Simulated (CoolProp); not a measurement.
Vapour-liquid equilibrium of methanol (1) + water (2) at 100.55 °C; x and y are mole fractions of (1).

Model: multi-fluid Helmholtz-energy mixture model, de Reuck 1993 and Wagner 2002; pair parameters Bell 2016, in CoolProp.

**Question.** Give the bubble pressure and the first vapour's composition at x = 0.05, 0.35, 0.5. Is there an azeotrope?

**Answer.** x = 0.05: 0.1240 MPa, y = 0.198; x = 0.35: 0.2173 MPa, y = 0.661; x = 0.5: 0.2533 MPa, y = 0.762. No azeotrope shows between x = 0.05 and 0.95.

The pair parameters rest on a limited set of measurements; away from them the model extrapolates.
